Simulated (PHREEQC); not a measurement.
Make-up at 25 °C: 1.4 mmol/kgw NaHCO3 and 1.2 mmol/kgw Na2B4O7. Closed to the air; pH follows from the charge balance.

Model: ion-association model, wateq4f.dat, run in PHREEQC.

No solid was allowed to form.

Q: Estimate the pH, ionic strength.

A: pH 9.16; ionic strength 0.00390 mol/kgw.

Q: In which forms is B present?

A: H3BO3 53 %, H2BO3- 47 % of the B.
